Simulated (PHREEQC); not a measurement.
A column of 1 m (30 cells, dispersivity 0.08 m, 300 s a shift, diffusion coefficient 3e-10 m²/s) holds 0.042 eq of the database's cation exchanger X per kg of pore water, first in equilibrium with 0.018 mol Na2SO4 and 1e-05 mol HCl per kg of water. It is flushed with 0.036 mol CaCl2 and 1e-05 mol HCl per kg of water, at 25 °C. Values are for the last cell. The system is closed to CO2. Nothing may precipitate in this run.

The series has 31 steps of pore volumes, from 0 to 4.017.

All values are PHREEQC results (ion-association model, phreeqc.dat), not measurements.

Task: After how many pore volumes does Ca at the outlet first reach half of its feed value?

Result: By 1.5 pore volumes.

Species that the database lacks are ignored.
